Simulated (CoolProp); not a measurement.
A closed Brayton cycle with carbon dioxide: compressor inlet 327.15 K and 7.6 MPa, high pressure 26.1 MPa, turbine inlet 915 K, compressor efficiency 0.85, turbine efficiency 0.85, recuperator effectiveness 0.9 (on enthalpy, no pinch check). Each further row changes one setting.

Model: reference Helmholtz-energy equation of state, Span 1996, in CoolProp.

```json
[
 {"case": "as stated", "thermal efficiency (%)": "___", "net work (kJ/kg)": "96.0", "compressor to turbine work": "0.43", "compressor exit (K)": "437.6", "turbine exit (K)": "768.1"},
 {"case": "turbine inlet 865 K", "thermal efficiency (%)": "32.2", "net work (kJ/kg)": "85.8", "compressor to turbine work": "0.46", "compressor exit (K)": "437.6", "turbine exit (K)": "723.1"},
 {"case": "compressor inlet 337.15 K", "thermal efficiency (%)": "___", "net work (kJ/kg)": "___", "compressor to turbine work": "___", "compressor exit (K)": "453.2", "turbine exit (K)": "768.1"},
 {"case": "high pressure 22.2 MPa", "thermal efficiency (%)": "___", "net work (kJ/kg)": "87.2", "compressor to turbine work": "0.41", "compressor exit (K)": "422.5", "turbine exit (K)": "___"},
 {"case": "recuperator effectiveness 0.5", "thermal efficiency (%)": "___", "net work (kJ/kg)": "96.0", "compressor to turbine work": "0.43", "compressor exit (K)": "437.6", "turbine exit (K)": "768.1"}
]
```

Complete the blanks.


- as stated, thermal efficiency (%): 34.0
- compressor inlet 337.15 K, thermal efficiency (%): 32.6
- compressor inlet 337.15 K, net work (kJ/kg): 89.1
- compressor inlet 337.15 K, compressor to turbine work: 0.47
- high pressure 22.2 MPa, thermal efficiency (%): 33.6
- high pressure 22.2 MPa, turbine exit (K): 786.6
- recuperator effectiveness 0.5, thermal efficiency (%): 22.1
